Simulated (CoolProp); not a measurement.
Vapour-liquid equilibrium of R134a (1) + methanol (2) at 337.8 K; x and y are mole fractions of (1).

Computed with CoolProp (multi-fluid Helmholtz-energy mixture model, Tillner-Roth 1994 and de Reuck 1993; pair parameters Bell 2016).

```
x     bubble pressure (bar)  y at the bubble point  dew pressure at overall composition x (bar)  liquid density (mol/L)
----  ---------------------  ---------------------  -------------------------------------------  ----------------------
0.05                  3.494                  0.706                                        1.075                   22.45
0.15                  6.843                  0.849                                        1.201                   20.75
0.25                  8.859                  0.884                                        1.361                   19.18
0.35                  10.20                  0.901                                        1.570                   17.74
0.45                  11.25                  0.913                                        1.856                   16.39
0.55                  12.24                  0.924                                        2.271                   15.13
0.65                  13.30                  0.936                                        2.925                   13.95
0.75                  14.51                  0.949                                        4.110                   12.82
0.85                  15.95                  0.966                                        6.877                   11.72
0.95                  17.71                  0.987                                        14.59                   10.63
```

No azeotrope shows between x = 0.05 and 0.95.

Pair parameters are fitted to limited data, so mixtures are less certain than the pure fluids. The gap from Raoult's law changes sign with composition, which may be real or a fault of the pair parameters; it wasn't checked against measurements. With so large a gap from Raoult's law the liquid may split in two, which this calculation doesn't test in full.
